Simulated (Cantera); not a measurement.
Input: 1 mol SiF4, 0.27 mol O2, held at 750 K and 0.100 bar.

Equilibrium computed with Cantera from the NASA thermochemical tables; the gas is ideal and each condensed phase is pure. Candidate condensed phases: Si, SiO2; 17 gas species. Rates play no part.

Base state: SiF4 0.787, O2 0.213 (mole fractions); condensed: gas only.

Question: What changes in the equilibrium state with this change: temperature from 750 K to 2100 K?

Answer: 
```json
[
 {"species": "SiF4", "before": "0.787", "after": "0.785"},
 {"species": "O2", "before": "0.213", "after": "0.211"},
 {"species": "O", "before": "<1e-9", "after": "0.00202"},
 {"species": "F", "before": "<1e-9", "after": "0.00118"},
 {"species": "SiF3", "before": "<1e-9", "after": "0.00117"}
]
```
The tables' values for SiF3 are old estimates; treat these amounts as uncertain.
